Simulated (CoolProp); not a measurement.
The fluid at 298.15 K and 0.302 MPa (gas) is heated at constant pressure to 354.9 K. The same conditions are run with several fluids, on thermodynamics alone (safety and materials aside).

The numbers come from the reference Helmholtz-energy equation of state of each fluid (ammonia: Gao 2020; nitrous oxide: Lemmon 2006; ethylene: Smukala 2000; ethane: Bücker 2006; R143a: Lemmon and Jacobsen 2000) in CoolProp.

| fluid | heat (kJ/kg) | final density (kg/m³) |
|---|---|---|
| ammonia | 130 | 1.77 |
| nitrous oxide | 52.2 | 4.55 |
| ethylene | 93.6 | 2.90 |
| ethane | 107 | 3.12 |
| R143a | 58.0 | 8.85 |
